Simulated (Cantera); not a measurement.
An isothermal, constant-pressure homogeneous reactor starts with H2 : O2 : N2 = 1.4 : 1 : 7.5 (molar parts), equivalence ratio 0.70, at 775 K and 225 Torr. Integrator tolerance rtol = 1e-08.

Cantera simulation using GRI-Mech 3.0 (53 species, 325 reactions); the numbers are that mechanism's predictions, not measurements. Below about 950 K walls govern HO2 and H2O2 in real vessels. The temperature is held fixed by assumption; the heat of reaction is taken as removed at once.

**Question.** What does this change do: temperature 775 to 1375 K?

**Answer.** 
```tsv
quantity	before	after
x(H2) at 3.00 s	0.141 (gas-phase equilibrium <1e-12)	4.74e-7 (gas-phase equilibrium 4.75e-7)
x(O2) at 3.00 s	0.101 (gas-phase equilibrium 0.0326)	0.0326 (gas-phase equilibrium 0.0325)
x(HO2) at 3.00 s	1.76e-8 (gas-phase equilibrium 2.03e-12)	1.66e-8 (gas-phase equilibrium 1.65e-8)
x(H2O) at 3.00 s	1.22e-8 (gas-phase equilibrium 0.152)	0.152 (gas-phase equilibrium 0.152)
x(N2O) at 3.00 s	<1e-12 (gas-phase equilibrium 3.25e-11)	9.05e-9 (gas-phase equilibrium 9.02e-9)
```
